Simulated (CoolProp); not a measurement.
Vapour-liquid equilibrium of cyclohexane (1) + o-xylene (2) at 470.5 K; x and y are mole fractions of (1).

Values from CoolProp's multi-fluid Helmholtz-energy mixture model, Zhou 2014 and Zhou 2012; pair parameters Bell 2016.

```
x     bubble pressure, mixture model (MPa)  bubble pressure, Raoult's law (MPa)  y, mixture model  y, Raoult's law
----  ------------------------------------  -----------------------------------  ----------------  ---------------
0.05                                0.4009                               0.3911             0.169            0.165
0.2                                 0.5638                               0.5330        (withheld)            0.484
0.35                            (withheld)                               0.6750        (withheld)            0.669
0.5                                 0.8518                               0.8169             0.749            0.790
0.65                            (withheld)                               0.9589        (withheld)            0.875
0.8                                  1.112                                1.101        (withheld)            0.938
0.95                            (withheld)                                1.243        (withheld)            0.986
```

Q: Some entries are withheld; supply them.

A: 
- 0.2, y, mixture model: 0.474
- 0.35, bubble pressure, mixture model (MPa): 0.7134
- 0.35, y, mixture model: 0.640
- 0.65, bubble pressure, mixture model (MPa): 0.9831
- 0.65, y, mixture model: 0.833
- 0.8, y, mixture model: 0.906
- 0.95, bubble pressure, mixture model (MPa): 1.245
- 0.95, y, mixture model: 0.976

The largest gap from Raoult's law is +5.8 % in bubble pressure, at x = 0.2. No azeotrope shows between x = 0.05 and 0.95.

The pair parameters rest on a limited set of measurements; away from them the model extrapolates.
